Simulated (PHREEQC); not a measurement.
Consider water at 5 °C with 0.47 mol/kgw H2SO4 and 3.4 mol/kgw KCl. It is in equilibrium with CO2 at log p = 0 (atm). Otherwise closed; pH follows from the charge balance.

All values are PHREEQC results (Pitzer model, pitzer.dat), not measurements.

The pH is -0.08, the ionic strength comes out as 4.10 mol/kgw and the activity of water is 0.869. The density is 1.163 g/cm³ and the osmotic coefficient is 0.986. The total alkalinity is -940 meq/kg.

```csv
species,molality,activity,log γ
Cl-,3.40,1.85,-0.265
K+,3.40,2.01,-0.228
H+,0.585,1.20,0.311
HSO4-,0.355,0.148,-0.380
SO4-2,0.115,0.00222,-1.716
CO2,0.0459,0.0638,0.143
HCO3-,3.51e-8,1.45e-8,-0.385
```

This is a speciation only: nothing precipitates in the calculation. Saturation is exceeded, for instance for Arcanite; the values hold only as long as no solid forms. Species that the database lacks are ignored. In brines, pH and single-ion activities rest on the MacInnes convention. At this temperature some constants are extrapolated from 25 °C, and those without enthalpy data are left unchanged.
